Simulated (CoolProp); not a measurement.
Properties of benzene along the isotherm 346.85 °C.

Values from CoolProp's reference Helmholtz-energy equation of state, Thol 2012.

| p (MPa) | phase | density (kg/m³) | cv (kJ/(kg K)) | viscosity (µPa s) | fugacity coefficient |
|---|---|---|---|---|---|
| 2.04 | gas | 34.66 | 2.016 | 15.8 | 0.9004 |
| 4.09 | gas | 80.93 | … | 16.6 | … |
| 6.13 | supercritical | 151.7 | 2.105 | 19.8 | 0.7116 |
| 8.18 | supercritical | 276.6 | … | 29.8 | 0.6216 |
| 10.2 | supercritical | … | 2.114 | … | 0.5461 |
| 12.3 | supercritical | 442.7 | 2.095 | 51.3 | … |
| 14.3 | supercritical | 475.3 | 2.085 | 57.1 | … |
| 16.4 | supercritical | 499.9 | 2.079 | 62.1 | 0.4180 |
| 18.4 | supercritical | 518.2 | 2.076 | 66.1 | 0.3954 |
| 20.4 | supercritical | 533.4 | 2.073 | 69.6 | 0.3778 |
| 22.5 | supercritical | 547.0 | 2.072 | 73.1 | 0.3633 |
| 24.5 | supercritical | … | 2.071 | 76.0 | 0.3524 |

Q: What belongs in the gaps?

A: 
- 4.09, cv (kJ/(kg K)): 2.054
- 4.09, fugacity coefficient: 0.8045
- 8.18, cv (kJ/(kg K)): 2.140
- 10.2, density (kg/m³): 387.0
- 10.2, viscosity (µPa s): 42.8
- 12.3, fugacity coefficient: 0.4888
- 14.3, fugacity coefficient: 0.4491
- 24.5, density (kg/m³): 558.3

Viscosity comes from a separate model (Avgeri 2014).
